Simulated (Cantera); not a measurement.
An isothermal, constant-pressure homogeneous reactor starts with C2H6 : N2 = 1 : 53 (molar parts), at 1700 K and 17000 Pa. Integrator tolerance rtol = 1e-08.

Detailed kinetics in Cantera: GRI-Mech 3.0 (53 species, 325 reactions). GRI-Mech 3.0 stops at C3 and has no aromatics, soot or wall deposition, so with more carbon than oxygen in the feed, carbon stays in small species such as C2H2 where larger ones or solid carbon would form.

Problem. What does this change do: N2 53 to 7.3 parts?

Solution. 
```
quantity                                             before                                    after
----------------  -----------------------------------------  ---------------------------------------
x(C2H6) at 200 s  6.48e-11 (gas-phase equilibrium 1.16e-11)  1.14e-8 (gas-phase equilibrium 5.48e-9)
x(C2H2) at 200 s     0.0178 (gas-phase equilibrium 0.00289)    0.0967 (gas-phase equilibrium 0.0464)
x(C2H) at 200 s     1.89e-7 (gas-phase equilibrium 3.07e-8)  4.42e-7 (gas-phase equilibrium 2.12e-7)
x(CH2) at 200 s    1.38e-9 (gas-phase equilibrium 5.93e-10)  7.97e-9 (gas-phase equilibrium 5.53e-9)
x(CH3) at 200 s     7.00e-7 (gas-phase equilibrium 3.01e-7)  9.44e-6 (gas-phase equilibrium 6.56e-6)
```

Problem. What does this change do: 2.9 parts H2O added?

Solution. 
```csv
quantity,before,after
x(C2H6) at 200 s,6.48e-11 (gas-phase equilibrium 1.16e-11),<1e-12 (gas-phase equilibrium <1e-12)
x(C2H2) at 200 s,0.0178 (gas-phase equilibrium 0.00289),<1e-12 (gas-phase equilibrium <1e-12)
x(C2H) at 200 s,1.89e-7 (gas-phase equilibrium 3.07e-8),<1e-12 (gas-phase equilibrium <1e-12)
x(CH2) at 200 s,1.38e-9 (gas-phase equilibrium 5.93e-10),<1e-12 (gas-phase equilibrium <1e-12)
x(CH3) at 200 s,7.00e-7 (gas-phase equilibrium 3.01e-7),1.40e-12 (gas-phase equilibrium <1e-12)
```
